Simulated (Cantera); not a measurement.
A closed system holds: 1 mol BF3, 6.2 mol H2O, 74 mol N2, at 875 K and 0.100 bar.

These are equilibrium values from Cantera (NASA tables, ideal gas, pure condensed phases), not measurements of a reactor. Candidate condensed phases: B, BN, B2O3, B3O3H3, H2O; 62 gas species. Gases not in the tables: H3BO3. Equilibrium is a limit: real reactors are often held back by kinetics, nucleation or transport.

Base state: N2 0.909, H2O 0.0659, HF 0.0195, BF3 0.00533, B3O3F3 0.000449, (HBO2)3 0.000301 (mole fractions); condensed: B2O3(l).

### Question
What changes in the equilibrium state with this change: N2 from 74 to 0.23 mol?

### Answer
| species | before | after |
|---|---|---|
| H2O | 0.0659 | 0.723 |
| HF | 0.0195 | 0.155 |
| BF3 | 0.00533 | 0.0739 |
| N2 | 0.909 | 0.0303 |
| (HBO2)3 | 0.000301 | 0.0110 |
| B3O3F3 | 0.000449 | 0.00622 |
| B2O3(l), mol | 0.191 | 0.0242 |

### Question
What changes in the equilibrium state with this change: H2O from 6.2 to 0.33 mol?

### Answer
| species | before | after |
|---|---|---|
| N2 | 0.909 | 0.982 |
| BF3 | 0.00533 | 0.0110 |
| HF | 0.0195 | 0.00457 |
| H2O | 0.0659 | 0.00209 |
| (HBO2)3 | 0.000301 | 1.27e-6 |
| B3O3F3 | 0.000449 | 0.000758 |
| B2O3(l), mol | 0.191 | 0 |

### Question
What changes in the equilibrium state with this change: temperature from 875 K to 2400 K?

### Answer
```tsv
species	before	after
N2	0.909	0.890
H2O	0.0659	0.0439
HF	0.0195	0.0293
BOF	1.53e-6	0.00680
H	<1e-9	0.00487
OH	<1e-9	0.00419
B2O3(l), mol	0.191	0
```
